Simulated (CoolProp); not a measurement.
Vapour-liquid equilibrium of ethanol (1) + n-heptane (2) at 0.53 MPa; x and y are mole fractions of (1).

The numbers come from the multi-fluid Helmholtz-energy mixture model, Schroeder 2014 and Span 2003; pair parameters Bell 2016 in CoolProp.

### Question
Give the bubble temperature and the first vapour's composition at x = 0.35, 0.45, 0.95. Is there an azeotrope?

### Answer
x = 0.35: 401.3 K, y = 0.626; x = 0.45: 400.0 K, y = 0.653; x = 0.95: 399.5 K, y = 0.930. y crosses x between x = 0.75 and 0.85: the model has an azeotrope there.

The pair parameters rest on a limited set of measurements; away from them the model extrapolates. With so large a gap from Raoult's law the liquid may split in two, which this calculation doesn't test in full.
